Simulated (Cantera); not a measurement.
Input: 1 mol (CH3)2SiCl2, 0.014 mol CH4, 27 mol H2, held at 0.470 bar.

Equilibrium computed with Cantera from the NASA thermochemical tables; the gas is ideal and each condensed phase is pure. Candidate condensed phases: C, C6H6, C7H8, C8H18, Si, SiC; 109 gas species. The feed counts by its element totals alone. The tables' values for SiCl3 are old estimates; treat these amounts as uncertain. Kinetics and transport are ignored.

log p: log10 of the partial pressure in bar; n: condensed amount in mol.

```json
[
 {"T (°C)": "650", "log p H2": "-0.37", "log p HCl": "-1.89", "log p CH4": "-1.67", "log p SiCl4": "-2.36", "log p SiHCl3": "-3.28", "log p H": "-9.79", "n SiC(s)": "0.692", "n C(graphite)": "0"},
 {"T (°C)": "750", "log p H2": "-0.37", "log p HCl": "[?]", "log p CH4": "[?]", "log p SiCl4": "[?]", "log p SiHCl3": "[?]", "log p H": "[?]", "n SiC(s)": "[?]", "n C(graphite)": "[?]"},
 {"T (°C)": "850", "log p H2": "-0.36", "log p HCl": "-1.54", "log p CH4": "-2.25", "log p SiCl4": "-3.38", "log p SiHCl3": "-3.96", "log p H": "-7.55", "n SiC(s)": "0.965", "n C(graphite)": "0.687"},
 {"T (°C)": "950", "log p H2": "-0.36", "log p HCl": "-1.52", "log p CH4": "-2.59", "log p SiCl4": "-4.09", "log p SiHCl3": "-4.44", "log p H": "-6.70", "n SiC(s)": "0.991", "n C(graphite)": "0.856"},
 {"T (°C)": "1050", "log p H2": "-0.36", "log p HCl": "-1.52", "log p CH4": "-2.88", "log p SiCl4": "-4.75", "log p SiHCl3": "-4.88", "log p H": "-5.98", "n SiC(s)": "0.996", "n C(graphite)": "0.932"},
 {"T (°C)": "1150", "log p H2": "-0.36", "log p HCl": "-1.52", "log p CH4": "[?]", "log p SiCl4": "[?]", "log p SiHCl3": "[?]", "log p H": "[?]", "n SiC(s)": "0.997", "n C(graphite)": "0.969"},
 {"T (°C)": "1250", "log p H2": "-0.36", "log p HCl": "-1.52", "log p CH4": "-3.35", "log p SiCl4": "-5.81", "log p SiHCl3": "-5.60", "log p H": "-4.81", "n SiC(s)": "0.996", "n C(graphite)": "0.988"},
 {"T (°C)": "1350", "log p H2": "-0.36", "log p HCl": "-1.52", "log p CH4": "-3.54", "log p SiCl4": "-6.24", "log p SiHCl3": "-5.89", "log p H": "-4.34", "n SiC(s)": "0.994", "n C(graphite)": "0.999"},
 {"T (°C)": "1450", "log p H2": "-0.36", "log p HCl": "-1.52", "log p CH4": "-3.71", "log p SiCl4": "-6.63", "log p SiHCl3": "-6.15", "log p H": "-3.92", "n SiC(s)": "0.992", "n C(graphite)": "1.00"},
 {"T (°C)": "1550", "log p H2": "-0.36", "log p HCl": "-1.52", "log p CH4": "-3.86", "log p SiCl4": "-6.97", "log p SiHCl3": "-6.38", "log p H": "-3.54", "n SiC(s)": "0.989", "n C(graphite)": "1.00"}
]
```

**Question.** Fill in the missing entries.

**Answer.** 
- 750, log p HCl: -1.63
- 750, log p CH4: -1.86
- 750, log p SiCl4: -2.76
- 750, log p SiHCl3: -3.57
- 750, log p H: -8.57
- 750, n SiC(s): 0.872
- 750, n C(graphite): 0.254
- 1150, log p CH4: -3.13
- 1150, log p SiCl4: -5.32
- 1150, log p SiHCl3: -5.26
- 1150, log p H: -5.36
